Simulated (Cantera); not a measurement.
# Adiabatic ignition

An adiabatic, constant-pressure homogeneous reactor starts with CH4 : O2 : N2 = 1 : 1.54 : 5.78 (molar parts), at 1325 K and 11.0 bar.

Cantera simulation using GRI-Mech 3.0 (53 species, 325 reactions); the numbers are that mechanism's predictions, not measurements.

```json
[
 {"t (s)": "2.00e-6", "T (K)": "1325", "x CH4": "0.120", "x O2": "0.185", "x H2O": "9.62e-9", "x C2H": "<1e-12", "x CO2": "<1e-12", "x NO2": "<1e-12", "x HO2": "1.86e-7"},
 {"t (s)": "6.55e-6", "T (K)": "1325", "x CH4": "0.120", "x O2": "0.185", "x H2O": "1.13e-7", "x C2H": "<1e-12", "x CO2": "1.34e-12", "x NO2": "<1e-12", "x HO2": "5.73e-7"},
 {"t (s)": "2.15e-5", "T (K)": "1325", "x CH4": "0.120", "x O2": "0.185", "x H2O": "1.78e-6", "x C2H": "<1e-12", "x CO2": "9.21e-11", "x NO2": "<1e-12", "x HO2": "1.53e-6"},
 {"t (s)": "7.03e-5", "T (K)": "1325", "x CH4": "0.120", "x O2": "0.185", "x H2O": "2.77e-5", "x C2H": "<1e-12", "x CO2": "7.38e-9", "x NO2": "<1e-12", "x HO2": "2.49e-6"},
 {"t (s)": "0.000230", "T (K)": "1326", "x CH4": "0.120", "x O2": "0.185", "x H2O": "0.000230", "x C2H": "<1e-12", "x CO2": "1.22e-7", "x NO2": "<1e-12", "x HO2": "4.59e-6"},
 {"t (s)": "0.000754", "T (K)": "1341", "x CH4": "0.117", "x O2": "0.183", "x H2O": "0.00270", "x C2H": "<1e-12", "x CO2": "5.93e-6", "x NO2": "<1e-12", "x HO2": "2.19e-5"},
 {"t (s)": "0.00247", "T (K)": "2797", "x CH4": "3.17e-12", "x O2": "0.000856", "x H2O": "0.180", "x C2H": "<1e-12", "x CO2": "0.0443", "x NO2": "3.04e-7", "x HO2": "1.12e-6"},
 {"t (s)": "0.00809", "T (K)": "2797", "x CH4": "3.17e-12", "x O2": "0.000856", "x H2O": "0.180", "x C2H": "<1e-12", "x CO2": "0.0443", "x NO2": "3.05e-7", "x HO2": "1.12e-6"},
 {"t (s)": "0.0265", "T (K)": "2797", "x CH4": "3.17e-12", "x O2": "0.000856", "x H2O": "0.180", "x C2H": "<1e-12", "x CO2": "0.0443", "x NO2": "3.05e-7", "x HO2": "1.12e-6"},
 {"t (s)": "0.0869", "T (K)": "2797", "x CH4": "3.17e-12", "x O2": "0.000856", "x H2O": "0.180", "x C2H": "<1e-12", "x CO2": "0.0443", "x NO2": "3.05e-7", "x HO2": "1.12e-6"},
 {"t (s)": "0.285", "T (K)": "2797", "x CH4": "3.17e-12", "x O2": "0.000856", "x H2O": "0.180", "x C2H": "<1e-12", "x CO2": "0.0443", "x NO2": "3.05e-7", "x HO2": "1.12e-6"},
 {"t (s)": "0.932", "T (K)": "2797", "x CH4": "3.17e-12", "x O2": "0.000856", "x H2O": "0.180", "x C2H": "<1e-12", "x CO2": "0.0443", "x NO2": "3.05e-7", "x HO2": "1.12e-6"},
 {"t (s)": "3.05", "T (K)": "2797", "x CH4": "3.17e-12", "x O2": "0.000856", "x H2O": "0.180", "x C2H": "<1e-12", "x CO2": "0.0443", "x NO2": "3.05e-7", "x HO2": "1.12e-6"},
 {"t (s)": "10.0", "T (K)": "2797", "x CH4": "3.17e-12", "x O2": "0.000856", "x H2O": "0.180", "x C2H": "<1e-12", "x CO2": "0.0443", "x NO2": "3.05e-7", "x HO2": "1.12e-6"}
]
```
x: mole fraction; the columns are a selection and need not sum to one.

```
Quantity                                                              Result
---------------------------------  -----------------------------------------
time of steepest temperature rise                                    1.15 ms
temperature at 10.0 s                                                 2797 K
equilibrium temperature                                               2797 K
x(CH4) at 10.0 s                   3.17e-12 (gas-phase equilibrium 3.68e-12)
x(O2) at 10.0 s                    0.000856 (gas-phase equilibrium 0.000856)
x(H2O) at 10.0 s                         0.180 (gas-phase equilibrium 0.180)
```
